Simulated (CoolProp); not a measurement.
Saturation properties of chlorine.

Computed with CoolProp (reference Helmholtz-energy equation of state, Thol 2021).

```
T (K)  p (bar)  liquid density (kg/m³)  vapour density (kg/m³)  liquid cp (kJ/(kg K))
-----  -------  ----------------------  ----------------------  ---------------------
280      4.581                    1448                   15.09                 0.9685
284.5    5.255                    1434                   17.17                 0.9737
289      6.002                    1421                   19.47                 0.9794
293.5    6.824                    1407                   21.99                 0.9857
298      7.726                    1393                   24.75                 0.9925
302.6    8.736                    1379                   27.85                  1.000
307.1    9.815                    1364                   31.16                  1.008
311.6    10.99                    1350                   34.77                  1.017
316.1    12.26                    1335                   38.69                  1.027
320.6    13.63                    1320                   42.96                  1.038
```

It boils at 239.2 K under 1 atm.
